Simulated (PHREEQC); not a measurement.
Consider water at 75 °C with 0.094 mol NH4HCO3, 0.018 mol TMAH, 0.018 mol NH4HS and 0.011 mol NaCl per kg of water. Closed to the air; pH follows from the charge balance.

The numbers come from PHREEQC with the ion-association model, phreeqc.dat.

| Item | Value |
|---|---|
| pH | 7.51 |
| ionic strength | 0.118 mol/kgw |
| density | 0.980 g/cm³ |
| total alkalinity | 130 meq/kg |

```tsv
species	molality	activity	log γ
NH4+	0.0892	0.0631	-0.150
HCO3-	0.0887	0.0674	-0.119
NH3	0.0228	0.0234	0.012
(CH3)4N+	0.0180	0.0133	-0.133
HS-	0.0167	0.0121	-0.138
Cl-	0.0110	0.00807	-0.135
Na+	0.0105	0.00792	-0.122
CO2	0.00428	0.00439	0.012
H2S	0.00131	0.00135	0.012
CO3-2	0.000490	0.000163	-0.477
```

No solid was allowed to form. Carbamate, which ammonia and carbonate form, is missing from the database. (CH3)4N+ isn't in the database: it is added as a free cation with an ion size of 4 Å. At this temperature some constants are extrapolated from 25 °C, and those without enthalpy data are left unchanged.
